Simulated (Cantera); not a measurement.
**Carbothermic reduction: TiO2 + CH4 + H2**

A closed system holds: 1 mol TiO2, 4.3 mol CH4, 3.4 mol H2, at 1.70 bar.

Equilibrium computed with Cantera from the NASA thermochemical tables; the gas is ideal and each condensed phase is pure. Candidate condensed phases: C, C6H6, C7H8, C8H18, H2O, Ti, TiC, TiO, TiO2, Ti2O3, Ti3O5, Ti4O7; 113 gas species. Mutual solubility and eutectic melting of coexisting phases are not modelled. TiC: taken at fixed stoichiometry. Condensed phases not in the tables: Magnéli phases beyond Ti4O7. Equilibrium is a limit: real reactors are often held back by kinetics, nucleation or transport.

At 1273 K the condensed part is C(graphite) + Ti3O5(s) + Ti4O7(s). From 1323 K to 1373 K the condensed part is C(graphite) + Ti3O5(s). From 1423 K to 1473 K the condensed part is C(graphite) + TiC(s) + Ti3O5(s). From 1523 K to 1773 K the condensed part is C(graphite) + TiC(s).

```json
[
 {"T (K)": "1273", "x H2": "0.963", "x CO": "0.0216", "x CH4": "0.0148", "x H2O": "0.000421", "x H": "5.37e-7", "x C2H2 (acetylene)": "3.58e-7", "n C(graphite)": "3.86", "n Ti3O5(s)": "0.0648", "n Ti4O7(s)": "0.201", "n TiC(s)": "0"},
 {"T (K)": "1323", "x H2": "0.962", "x CO": "0.0270", "x CH4": "0.0107", "x H2O": "0.000324", "x H": "1.19e-6", "x C2H2 (acetylene)": "7.94e-7", "n C(graphite)": "3.84", "n Ti3O5(s)": "0.333", "n Ti4O7(s)": "0", "n TiC(s)": "0"},
 {"T (K)": "1373", "x H2": "0.965", "x CO": "0.0270", "x CH4": "0.00797", "x H2O": "0.000208", "x H": "2.51e-6", "x C2H2 (acetylene)": "1.67e-6", "n C(graphite)": "3.87", "n Ti3O5(s)": "0.333", "n Ti4O7(s)": "0", "n TiC(s)": "0"},
 {"T (K)": "1423", "x H2": "0.945", "x CO": "0.0493", "x CH4": "0.00578", "x H2O": "0.000244", "x H": "4.95e-6", "x C2H2 (acetylene)": "3.24e-6", "n C(graphite)": "3.44", "n Ti3O5(s)": "0.276", "n Ti4O7(s)": "0", "n TiC(s)": "0.173"},
 {"T (K)": "1473", "x H2": "0.893", "x CO": "0.103", "x CH4": "0.00398", "x H2O": "0.000327", "x H": "9.17e-6", "x C2H2 (acetylene)": "5.81e-6", "n C(graphite)": "2.25", "n Ti3O5(s)": "0.125", "n Ti4O7(s)": "0", "n TiC(s)": "0.626"},
 {"T (K)": "1523", "x H2": "0.854", "x CO": "0.143", "x CH4": "0.00285", "x H2O": "0.000303", "x H": "1.64e-5", "x C2H2 (acetylene)": "1.01e-5", "n C(graphite)": "1.26", "n Ti3O5(s)": "0", "n Ti4O7(s)": "0", "n TiC(s)": "1.00"},
 {"T (K)": "1573", "x H2": "0.854", "x CO": "0.143", "x CH4": "0.00228", "x H2O": "0.000216", "x H": "2.88e-5", "x C2H2 (acetylene)": "1.76e-5", "n C(graphite)": "1.27", "n Ti3O5(s)": "0", "n Ti4O7(s)": "0", "n TiC(s)": "1.00"},
 {"T (K)": "1623", "x H2": "0.855", "x CO": "0.143", "x CH4": "0.00184", "x H2O": "0.000157", "x H": "4.90e-5", "x C2H2 (acetylene)": "2.98e-5", "n C(graphite)": "1.28", "n Ti3O5(s)": "0", "n Ti4O7(s)": "0", "n TiC(s)": "1.00"},
 {"T (K)": "1673", "x H2": "0.855", "x CO": "0.143", "x CH4": "0.00151", "x H2O": "0.000117", "x H": "8.08e-5", "x C2H2 (acetylene)": "4.87e-5", "n C(graphite)": "1.28", "n Ti3O5(s)": "0", "n Ti4O7(s)": "0", "n TiC(s)": "1.00"},
 {"T (K)": "1723", "x H2": "0.855", "x CO": "0.143", "x CH4": "0.00125", "x H2O": "8.84e-5", "x H": "0.000129", "x C2H2 (acetylene)": "7.74e-5", "n C(graphite)": "1.28", "n Ti3O5(s)": "0", "n Ti4O7(s)": "0", "n TiC(s)": "1.00"},
 {"T (K)": "1773", "x H2": "0.856", "x CO": "0.143", "x CH4": "0.00105", "x H2O": "6.79e-5", "x H": "0.000202", "x C2H2 (acetylene)": "0.000120", "n C(graphite)": "1.28", "n Ti3O5(s)": "0", "n Ti4O7(s)": "0", "n TiC(s)": "1.00"}
]
```
x: gas mole fraction; n: condensed amount in mol.
